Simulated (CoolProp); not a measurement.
Vapour-liquid equilibrium of n-octane (1) + o-xylene (2) at 0.00918 MPa; x and y are mole fractions of (1).

The numbers come from the multi-fluid Helmholtz-energy mixture model, Beckmüller 2019 and Zhou 2012; pair parameters Bell 2016 in CoolProp.

```csv
x,bubble temperature (K),y at the bubble point,dew temperature at overall composition x (K),liquid density (mol/L)
0.05,343.9,…,344.5,7.751
0.2,340.6,0.334,342.5,7.404
0.35,338.0,0.512,340.4,7.078
0.5,335.8,0.654,338.2,…
0.65,…,0.774,335.9,6.486
0.8,332.1,0.877,333.4,6.217
0.95,…,0.971,330.9,…
```

Problem. Complete the blanks.

Solution. 
- 0.05, y at the bubble point: 0.098
- 0.5, liquid density (mol/L): 6.772
- 0.65, bubble temperature (K): 333.8
- 0.95, bubble temperature (K): 330.6
- 0.95, liquid density (mol/L): 5.965

No azeotrope shows between x = 0.05 and 0.95.

The pair parameters rest on a limited set of measurements; away from them the model extrapolates.
